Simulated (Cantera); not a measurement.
Cantera run:

```python
import numpy as np
import cantera as ct

gas_names = """
    H HO2 H2 H2O H2O2 Mg MgH MgO MgOH MgO2H2 Mg2 O OH O2 O3
""".split()
cond_names = """
    H2O(s) H2O(L) Mg(cr) Mg(L) MgO(s) MgO(L) MgO2H2(s)
""".split()


def load(file, names, dense=False):
    # The tables refer to 1 bar. Condensed volumes are neglected.
    table = {s.name: s for s in ct.Species.list_from_file(file)}
    out = []
    for n in names:
        d = dict(table[n].input_data)
        d["thermo"] = dict(d["thermo"], **{"reference-pressure": 1e5})
        if dense:
            d["equation-of-state"] = {"model": "constant-volume", "density": "1e6 g/cm^3"}
        out.append(ct.Species.from_dict(d))
    return out


gas = ct.Solution(thermo="ideal-gas", species=load("nasa_gas.yaml", gas_names))
cond = {s.name: ct.Solution(thermo="fixed-stoichiometry", species=[s], name=s.name)
        for s in load("nasa_condensed.yaml", cond_names, dense=True)}
atoms = {
    'MgO': {'Mg': 1, 'O': 1},
    'H2': {'H': 2},
}
top_T = {}  # K; cautious upper limits of use, not melting points


def equilibrate(T, P, feed):
    n = {}
    for name, mol in feed.items():
        for a, k in atoms[name].items():
            n[a] = n.get(a, 0.0) + k * mol
    gas.TPX = T, P, n
    mass = sum(n.values()) * gas.mean_molecular_weight
    gas.equilibrate("TP")
    valid = [c for c in cond.values() if c.min_temp <= T <= top_T.get(c.name, c.max_temp)]
    mix = ct.Mixture([(gas, mass / gas.mean_molecular_weight)] + [(c, 0.0) for c in valid])
    mix.T, mix.P = T, P
    mix.equilibrate("TP", solver="vcs", rtol=1e-11, max_steps=5000)
    return mix


results = []
feed = {'MgO': 1, 'H2': 5.1}  # mol
T = 1975  # K
for P in [1, 16, 250, 4000, 63000, 1000000]:
    mix = equilibrate(T, P, feed)
    results.append((T, P, feed, dict(zip(mix.species_names, mix.species_moles))))

top = {s: max(r[3][s] / sum(r[3][g] for g in gas_names) for r in results) for s in gas_names}
cols = sorted((s for s in top if top[s] > 0.001), key=lambda s: -top[s])[:6]
seen = [c for c in cond_names if any(r[3].get(c, 0) > 1e-12 for r in results)]
print("log10 of partial pressures in bar; condensed amounts in mol")
print(f"{'P/Pa':>10s}" + "".join(f"{s[:9]:>10s}" for s in cols + seen))
for T, P, feed, n in results:
    ng = sum(n[g] for g in gas_names)
    print(f"{P:10.4g}" + "".join(f"{np.log10(max(n[s] / ng * P / 1e5, 1e-99)):10.3f}" for s in cols)
          + "".join(f"{n.get(c, 0):10.4g}" for c in seen))
```

Result:

```
log10 of partial pressures in bar; condensed amounts in mol
      P/Pa        H2         H        Mg       H2O        OH         O    MgO(s)
         1    -5.360    -5.544    -5.857    -5.898    -7.103    -7.420         0
        16    -4.016    -4.872    -4.601    -4.608    -6.484    -7.474         0
       250    -2.671    -4.199    -3.822    -3.823    -6.373    -8.035    0.6678
      4000    -1.415    -3.571    -3.196    -3.195    -6.372    -8.661    0.9167
   6.3e+04    -0.205    -2.966    -2.593    -2.588    -6.370    -9.264    0.9789
     1e+06     0.999    -2.364    -1.998    -1.978    -6.362    -9.859    0.9946
```

Equilibrium computed with Cantera from the NASA thermochemical tables; the gas is ideal and each condensed phase is pure. The tables' values for MgH are old estimates; treat these amounts as uncertain.
